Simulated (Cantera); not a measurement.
An isothermal, constant-pressure homogeneous reactor starts with 6.54 % H₂, 93.5 % O₂, equivalence ratio 0.035, at 1100 K and 0.0133 bar.

Detailed kinetics in Cantera: the H2/O2 subset of GRI-Mech 3.0, which has no nitrogen chemistry. Radical loss at walls, strong at low pressure, is not modelled. The temperature is held fixed by assumption; the heat of reaction is taken as removed at once.

One state of this run: x H₂ = 2.91e-7; x O₂ = 0.932; x HO₂ = 3.91e-8; x H = 4.05e-8; x H₂O = 0.0676; x OH = 4.45e-5. x: mole fraction; the columns are a selection and need not sum to one.

### Question
Which value of t (s) does it belong to?
A. 0.000700
B. 0.0179
C. 300
D. 2.32

### Answer
D, 2.32
